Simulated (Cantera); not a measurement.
A freely propagating, adiabatic, planar premixed flame of 29.1 % H₂, 14.5 % O₂, 54.7 % N₂, 1.66 % H₂O, equivalence ratio 1.0, unburnt at 650 K and 1.01 bar; mixture-averaged transport, grid criteria slope 0.08 and curve 0.16, no radiation.

Computed with Cantera and the H2/O2 subset of GRI-Mech 3.0, which has no nitrogen chemistry. Burning velocities carry a grid error of a few per cent, more on coarse grids.

x: mole fraction of selected species; z is measured from the peak of heat release.

| z (mm) | T (K) | u (m/s) | x H₂ | x O₂ | x H₂O | x H | x H₂O₂ | x O |
|---|---|---|---|---|---|---|---|---|
| -1.43 | 650 | 8.49 | 0.291 | 0.145 | 0.0166 | <1e-8 | <1e-8 | <1e-8 |
| -0.951 | 650 | 8.49 | 0.291 | 0.145 | 0.0166 | <1e-8 | <1e-8 | <1e-8 |
| -0.713 | 650 | 8.49 | 0.291 | 0.145 | 0.0166 | <1e-8 | <1e-8 | <1e-8 |
| -0.475 | 650 | 8.48 | 0.291 | 0.145 | 0.0166 | 3.46e-8 | <1e-8 | <1e-8 |
| -0.238 | 660 | 8.59 | 0.288 | 0.146 | 0.0171 | 0.000143 | 1.95e-6 | 6.72e-6 |
| -0.119 | 834 | 10.6 | 0.259 | 0.141 | 0.0330 | 0.00571 | 1.11e-5 | 0.000350 |
| 0 | 1271 | 15.7 | 0.150 | 0.0997 | 0.123 | 0.0393 | 5.42e-6 | 0.00625 |
| 0.119 | 1583 | 19.2 | 0.0653 | 0.0449 | 0.219 | 0.0596 | 2.98e-6 | 0.0129 |
| 0.238 | 1730 | 20.9 | 0.0511 | 0.0318 | 0.242 | 0.0545 | 1.75e-6 | 0.0135 |
| 0.475 | 1888 | 22.5 | 0.0488 | 0.0270 | 0.254 | 0.0424 | 9.38e-7 | 0.0117 |
| 0.951 | 2052 | 24.2 | 0.0460 | (withheld) | 0.267 | (withheld) | (withheld) | (withheld) |
| 1.90 | 2208 | 25.7 | (withheld) | (withheld) | 0.282 | (withheld) | (withheld) | (withheld) |
| 3.80 | 2345 | 27.0 | 0.0345 | 0.0152 | 0.297 | 0.0120 | 2.63e-7 | 0.00416 |

### Question
Some entries are withheld; supply them.

### Answer

- 0.951, x O₂: 0.0230
- 0.951, x H: 0.0301
- 0.951, x H₂O₂: 5.30e-7
- 0.951, x O: 0.00912
- 1.90, x H₂: 0.0410
- 1.90, x O₂: 0.0190
- 1.90, x H: 0.0197
- 1.90, x H₂O₂: 3.45e-7
- 1.90, x O: 0.00644
